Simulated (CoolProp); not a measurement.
Nitrous oxide at several states: density (kg/m³) from the reference equation and from simpler models built on Tc = 36.4 °C, pc = 7.245 MPa, ω = 0.161; each cubic takes its own stable root.

The numbers come from the reference Helmholtz-energy equation of state, Lemmon 2006 in CoolProp. It is a short technical equation, of lower accuracy than the large ones.

| T (°C) | p (MPa) | phase | reference |
|---|---|---|---|
| -55.55 | 0.855 | liquid | 1129 |
| 163.05 | 18.2 | supercritical | 286.7 |
| -15.65 | 0.033 | gas | 0.6803 |

Question: How far does each simpler model (van der Waals, Redlich-Kwong, Soave-Redlich-Kwong, Peng-Robinson) lie from the reference over these 3 states: mean and median of the absolute difference, and the worst?

Answer: 
- van der Waals: mean 35.8 %, median 9.2 %, worst -98.0 % at -55.55 °C and 0.855 MPa
- Redlich-Kwong: mean 3.8 %, median 1.8 %, worst -9.4 % at -55.55 °C and 0.855 MPa
- Soave-Redlich-Kwong: mean 4.4 %, median 5.8 %, worst -7.4 % at -55.55 °C and 0.855 MPa
- Peng-Robinson: mean 2.0 %, median 0.9 %, worst +5.0 % at -55.55 °C and 0.855 MPa

At some of these states van der Waals gives the other phase, because its saturation line lies elsewhere.
